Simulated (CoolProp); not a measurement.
Properties of n-butane along the isotherm -52.15 °C.

Values from CoolProp's reference Helmholtz-energy equation of state, Bücker 2006.

| p (MPa) | phase | cv (kJ/(kg K)) | Joule-Thomson coefficient (K/MPa) | viscosity (µPa s) | conductivity (mW/(m K)) | fugacity coefficient |
|---|---|---|---|---|---|---|
| 0.0379 | liquid | 1.507 | -0.4851 | 369 | 139 | 0.2179 |
| 0.0572 | liquid | 1.507 | -0.4851 | 369 | 139 | 0.1445 |
| 0.0864 | liquid | 1.507 | -0.4852 | 369 | 140 | 0.09583 |
| 0.13 | liquid | 1.507 | -0.4853 | 369 | 140 | 0.06382 |
| 0.197 | liquid | 1.507 | -0.4854 | 369 | 140 | 0.04225 |
| 0.297 | liquid | 1.507 | -0.4856 | 369 | 140 | 0.02816 |
| 0.447 | liquid | 1.507 | -0.4859 | 370 | 140 | 0.01885 |
| 0.675 | liquid | 1.507 | -0.4863 | 371 | 140 | 0.01262 |
| 1.02 | liquid | 1.508 | -0.4869 | 372 | 140 | 0.008492 |
| 1.54 | liquid | 1.508 | -0.4878 | 374 | 140 | 0.005768 |
| 2.32 | liquid | 1.509 | -0.4892 | 376 | 141 | 0.003975 |
| 3.5 | liquid | 1.510 | -0.4912 | 380 | 141 | 0.002789 |
| 5.27 | liquid | 1.511 | -0.4941 | 386 | 142 | 0.002017 |
| 7.95 | liquid | 1.514 | -0.4982 | 394 | 143 | 0.001521 |
| 12 | liquid | 1.517 | -0.5038 | 407 | 145 | 0.001223 |

Viscosity comes from a separate model (Vogel 1999). Thermal conductivity comes from a separate model (Perkins 2002).
